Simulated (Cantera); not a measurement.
A freely propagating, adiabatic, planar premixed flame of CO : H₂ : O₂ : N₂ = 1 : 0.4 : 0.5 : 1.35 (molar parts), equivalence ratio 1.4, unburnt at 425 K and 400000 Pa; mixture-averaged transport, grid criteria slope 0.08 and curve 0.16, no radiation.

Computed with Cantera and GRI-Mech 3.0 (53 species, 325 reactions). The hydrogen kinetics of GRI-Mech 3.0 are dated; newer H2 mechanisms differ, most at raised pressure. Burning velocities carry a grid error of a few per cent, more on coarse grids.

Task: What does this change do: 0.075 parts H2O added?

Result: 
```json
[
 {"quantity": "laminar burning velocity", "before": "231 cm/s", "after": "219 cm/s"},
 {"quantity": "thermal thickness", "before": "0.0842 mm", "after": "0.0821 mm"},
 {"quantity": "peak x(H)", "before": "0.0211", "after": "0.0196"},
 {"quantity": "peak x(HO₂)", "before": "0.000870", "after": "0.000917"}
]
```

Task: What does this change do: 0.075 parts CO2 added?

Result: 
| quantity | before | after |
|---|---|---|
| laminar burning velocity | 231 cm/s | 209 cm/s |
| thermal thickness | 0.0842 mm | 0.0860 mm |
| peak x(H) | 0.0211 | 0.0186 |
| peak x(HO₂) | 0.000870 | 0.000842 |
